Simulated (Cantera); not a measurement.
What does this Cantera script print?

```python
import numpy as np
import cantera as ct

gas = ct.Solution("gri30.yaml")
gas.TPX = 1073, 101325, {'CO': 0.0071, 'O2': 0.063, 'H2O': 0.0038, 'N2': 1}
reactor = ct.IdealGasConstPressureReactor(gas, energy="off", clone=False)
net = ct.ReactorNet([reactor])
net.rtol, net.atol = 1e-08, 1e-18
show = ['CO', 'O2', 'H2O', 'H', 'H2O2']
times = np.geomspace(6e-06, 300, 13)

steps = ct.SolutionArray(gas, extra=["t"])
rows = []
print(f"{'t/s':>10s}{'T/K':>9s}{'P/Pa':>11s}" + "".join(f"{s:>11s}" for s in show))
for t in times:
    while net.time < t:
        t_next = net.step()
        steps.append(gas.state, t=t_next)
    rows.append([np.interp(t, steps.t, y) for y in (steps.T, steps.P, *steps(*show).X.T)])
    print(f"{t:10.3e}{rows[-1][0]:9.1f}{rows[-1][1]:11.4g}" + "".join(f"{x:11.3e}" for x in rows[-1][2:]))
rate = np.gradient(steps.T, steps.t)
print("integrator steps:", len(steps.t))
if steps.T.max() > steps.T[0] + 200:
    print(f"time of steepest temperature rise: {steps.t[rate.argmax()]:.4e} s")
gas.TPX = 1073, 101325, {'CO': 0.0071, 'O2': 0.063, 'H2O': 0.0038, 'N2': 1}
gas.equilibrate("TP")
print(f"equilibrium (TP): T = {gas.T:.1f} K  " + "  ".join(f"{s} {gas[s].X[0]:.3e}" for s in show))
```

Output:

```
       t/s      T/K       P/Pa         CO         O2        H2O          H       H2O2
 6.000e-06   1073.0  1.013e+05  6.611e-03  5.866e-02  3.539e-03  1.277e-15  3.220e-21
 2.629e-05   1073.0  1.013e+05  6.611e-03  5.866e-02  3.539e-03  3.692e-14  6.513e-20
 1.152e-04   1073.0  1.013e+05  6.611e-03  5.866e-02  3.539e-03  8.100e-13  3.200e-18
 5.045e-04   1073.0  1.013e+05  6.611e-03  5.866e-02  3.539e-03  9.630e-12  5.966e-16
 2.210e-03   1073.0  1.013e+05  6.611e-03  5.866e-02  3.539e-03  8.831e-11  1.179e-13
 9.684e-03   1073.0  1.013e+05  6.610e-03  5.866e-02  3.538e-03  7.854e-09  1.407e-09
 4.243e-02   1073.0  1.013e+05  4.255e-03  5.754e-02  3.529e-03  9.517e-07  2.647e-07
 1.859e-01   1073.0  1.013e+05  8.484e-04  5.594e-02  3.545e-03  1.017e-07  8.669e-08
 8.143e-01   1073.0  1.013e+05  4.752e-05  5.556e-02  3.549e-03  2.154e-09  3.499e-09
 3.568e+00   1073.0  1.013e+05  8.958e-07  5.554e-02  3.550e-03  1.262e-11  1.363e-10
 1.563e+01   1073.0  1.013e+05  5.851e-09  5.554e-02  3.550e-03  2.461e-13  2.083e-11
 6.848e+01   1073.0  1.013e+05  2.808e-11  5.554e-02  3.550e-03  9.987e-14  1.156e-11
 3.000e+02   1073.0  1.013e+05  1.740e-11  5.554e-02  3.550e-03  4.490e-14  5.747e-12
integrator steps: 1615
equilibrium (TP): T = 1073.0 K  CO 1.729e-11  O2 5.552e-02  H2O 3.550e-03  H 4.436e-14  H2O2 5.672e-12
```

Cantera simulation using GRI-Mech 3.0 (53 species, 325 reactions); the numbers are that mechanism's predictions, not measurements.
